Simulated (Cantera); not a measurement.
An isothermal, constant-pressure homogeneous reactor starts with 2.67 % CH4, 96.2 % H2, 1.12 % N2, at 1750 K and 101000 Pa.

Model: GRI-Mech 3.0 (53 species, 325 reactions), integrated in Cantera. GRI-Mech 3.0 stops at C3 and has no aromatics, soot or wall deposition, so with more carbon than oxygen in the feed, carbon stays in small species such as C2H2 where larger ones or solid carbon would form.

x: mole fraction; the columns are a selection and need not sum to one.

| t (s) | x CH4 | x H2 | x C2H | x H | x C2H6 | x C2H2 | x CH2 |
|---|---|---|---|---|---|---|---|
| 0.000300 | 0.0266 | 0.962 | 4.04e-12 | 0.000205 | 2.75e-6 | 2.69e-6 | [?] |
| 0.00133 | 0.0263 | 0.962 | 1.50e-10 | 0.000221 | 3.15e-6 | 9.27e-5 | 2.94e-8 |
| 0.00591 | 0.0253 | 0.963 | 9.31e-10 | 0.000221 | 2.93e-6 | 0.000576 | 2.84e-8 |
| 0.0262 | 0.0217 | 0.964 | 3.77e-9 | 0.000223 | 2.20e-6 | 0.00232 | [?] |
| 0.116 | 0.0137 | 0.969 | 1.00e-8 | 0.000226 | 1.01e-6 | 0.00611 | [?] |
| 0.516 | 0.00810 | 0.972 | 1.45e-8 | 0.000229 | 5.08e-7 | 0.00876 | 9.83e-9 |
| 2.29 | 0.00776 | 0.972 | 1.48e-8 | 0.000229 | 4.87e-7 | 0.00893 | 9.43e-9 |
| 10.2 | 0.00776 | 0.972 | 1.48e-8 | 0.000229 | 4.87e-7 | 0.00893 | 9.43e-9 |
| 45.1 | 0.00776 | 0.972 | 1.48e-8 | 0.000229 | 4.87e-7 | 0.00893 | 9.43e-9 |
| 200 | 0.00775 | 0.972 | 1.48e-8 | 0.000229 | 4.86e-7 | 0.00893 | 9.43e-9 |

Q: Some entries are withheld; supply them.

A: 
- 0.000300, x CH2: 2.56e-8
- 0.0262, x CH2: 2.46e-8
- 0.116, x CH2: 1.61e-8
